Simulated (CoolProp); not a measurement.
Sulfur hexafluoride along the isotherm 295.3 K: fugacity coefficient from the reference equation and from simpler models built on Tc = 318.7 K, pc = 3.755 MPa, ω = 0.210; each cubic takes its own stable root.

Values from CoolProp's reference Helmholtz-energy equation of state, Guder 2009.

| p (MPa) | phase | reference |
|---|---|---|
| 0.626 | gas | 0.9289 |
| 1.25 | gas | 0.8584 |
| 1.88 | gas | 0.7865 |
| 2.5 | liquid | 0.6689 |
| 3.13 | liquid | 0.5488 |
| 3.75 | liquid | 0.4702 |
| 4.38 | liquid | 0.4133 |
| 5.01 | liquid | 0.3708 |
| 5.63 | liquid | 0.3384 |

Q: How far does each simpler model (van der Waals, Redlich-Kwong, Soave-Redlich-Kwong, Peng-Robinson) lie from the reference over these 9 states: mean and median of the absolute difference, and the worst?

A: 
- van der Waals: mean 15.7 %, median 20.5 %, worst +26.9 % at 295.3 K and 5.63 MPa
- Redlich-Kwong: mean 5.0 %, median 6.7 %, worst +8.2 % at 295.3 K and 5.63 MPa
- Soave-Redlich-Kwong: mean 1.4 %, median 1.6 %, worst +2.7 % at 295.3 K and 5.63 MPa
- Peng-Robinson: mean 1.7 %, median 1.8 %, worst -2.0 % at 295.3 K and 1.88 MPa

At some of these states van der Waals gives the other phase, because its saturation line lies elsewhere.
